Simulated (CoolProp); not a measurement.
Isopentane along the isotherm 500 K: fugacity coefficient from the reference equation and from simpler models built on Tc = 460.3 K, pc = 3.378 MPa, ω = 0.227; each cubic takes its own stable root.

Values from CoolProp's reference Helmholtz-energy equation of state, Lemmon 2006. It is a short technical equation, of lower accuracy than the large ones.

```json
[
 {"p (MPa)": "0.0534", "phase": "gas", "reference": "0.9959", "van der Waals": "0.9962", "Redlich-Kwong": "0.9958", "Soave-Redlich-Kwong": "0.9959", "Peng-Robinson": "0.9954"},
 {"p (MPa)": "0.11", "phase": "gas", "reference": "0.9915", "van der Waals": "0.9921", "Redlich-Kwong": "0.9913", "Soave-Redlich-Kwong": "0.9916", "Peng-Robinson": "0.9905"},
 {"p (MPa)": "0.225", "phase": "gas", "reference": "0.9827", "van der Waals": "0.9839", "Redlich-Kwong": "0.9822", "Soave-Redlich-Kwong": "0.9829", "Peng-Robinson": "0.9806"},
 {"p (MPa)": "0.463", "phase": "gas", "reference": "0.9645", "van der Waals": "0.9669", "Redlich-Kwong": "0.9636", "Soave-Redlich-Kwong": "0.9650", "Peng-Robinson": "0.9604"},
 {"p (MPa)": "0.95", "phase": "gas", "reference": "0.9277", "van der Waals": "0.9323", "Redlich-Kwong": "0.9259", "Soave-Redlich-Kwong": "0.9288", "Peng-Robinson": "0.9198"},
 {"p (MPa)": "1.95", "phase": "gas", "reference": "0.8538", "van der Waals": "0.8616", "Redlich-Kwong": "0.8505", "Soave-Redlich-Kwong": "0.8564", "Peng-Robinson": "0.8398"},
 {"p (MPa)": "4.01", "phase": "supercritical", "reference": "0.7071", "van der Waals": "0.7128", "Redlich-Kwong": "0.7003", "Soave-Redlich-Kwong": "0.7135", "Peng-Robinson": "0.6873"},
 {"p (MPa)": "8.23", "phase": "supercritical", "reference": "0.4722", "van der Waals": "0.4834", "Redlich-Kwong": "0.4720", "Soave-Redlich-Kwong": "0.4939", "Peng-Robinson": "0.4648"},
 {"p (MPa)": "16.9", "phase": "supercritical", "reference": "0.3345", "van der Waals": "0.3817", "Redlich-Kwong": "0.3444", "Soave-Redlich-Kwong": "0.3645", "Peng-Robinson": "0.3303"}
]
```
